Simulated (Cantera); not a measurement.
A closed system holds: 1 mol Fe3O4, 250 mol H2, 35 mol N2, held at 1800 °C and 0.900 Torr.

Equilibrium computed with Cantera from the NASA thermochemical tables; the gas is ideal and each condensed phase is pure. Candidate condensed phases: Fe, FeO, Fe(OH)2, Fe(OH)3, Fe2O3, Fe3O4, H2O; 27 gas species. Equilibrium is a limit: real reactors are often held back by kinetics, nucleation or transport.

Problem. What is the equilibrium state?

Solution. 
| Property | Result |
|---|---|
| x(H2) | 0.792 |
| x(N2) | 0.117 |
| x(H) | 0.0676 |
| x(H2O) | 0.0133 |
| x(Fe) | 0.0101 |
| x(OH) | 0.000129 |
| x(O) | 7.91e-6 |
| x(FeO) | 3.99e-6 |
| x(NO) | 1.87e-6 |
| gas amount | 298.1 mol |
| log10 activity of Fe(l) (absent) | -1.82 |
